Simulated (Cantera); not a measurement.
Input: 1 mol V2O3, 7.5 mol H2, equilibrated at 13300 Pa.

Cantera equilibrium calculation (NASA polynomials, part measured and part estimated; ideal gas, pure solids and liquids). Candidate condensed phases: H2O, V, VO, V2O3, V2O4, V2O5; 12 gas species. Mutual solubility and eutectic melting of coexisting phases are not modelled. VO: taken at fixed stoichiometry. Condensed phases not in the tables: the oxides between V2O3 and V2O5 other than VO2. Rates play no part. All values below are at 1248 K.

Base state: H2 0.999, H2O 0.000674 (mole fractions); condensed: VO(s) + V2O3(s).

### Question
What changes in the equilibrium state with this change: V2O3 replaced by V2O5?

### Answer
| species | before | after |
|---|---|---|
| H2 | 0.999 | 0.733 |
| H2O | 0.000674 | 0.267 |
| VO(s), mol | 0.0101 | 0 |
| V2O3(s), mol | 0.995 | 1.00 |
